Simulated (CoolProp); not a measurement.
c-C4F8 (RC318) along the isotherm 412.6 K: density (kg/m³) from the reference equation and from simpler models built on Tc = 388.4 K, pc = 27.78 bar, ω = 0.355; each cubic takes its own stable root.

Values from CoolProp's reference Helmholtz-energy equation of state, Platzer 1990. This equation is an older, rougher fit.

| p (bar) | phase | reference | van der Waals | Soave-Redlich-Kwong | Peng-Robinson |
|---|---|---|---|---|---|
| 1.39 | gas | 8.215 | 8.211 | 8.218 | 8.233 |
| 2.78 | gas | [?] | 16.65 | 16.67 | 16.74 |
| 4.17 | gas | 25.36 | 25.32 | 25.38 | 25.52 |
| 5.56 | gas | 34.32 | 34.25 | 34.36 | 34.62 |
| 6.94 | gas | 43.50 | 43.40 | 43.57 | 43.98 |
| 8.33 | gas | 53.07 | 52.92 | 53.15 | 53.76 |
| 9.72 | gas | 62.97 | 62.77 | 63.07 | 63.92 |
| 11.1 | gas | 73.16 | 72.91 | 73.28 | 74.43 |
| 12.5 | gas | 83.91 | [?] | 84.05 | 85.54 |
| 13.9 | gas | 95.11 | 94.77 | [?] | 97.16 |

Problem. Some entries are withheld; supply them.

Solution. 
- 2.78, reference: 16.66
- 12.5, van der Waals: 83.61
- 13.9, Soave-Redlich-Kwong: 95.25
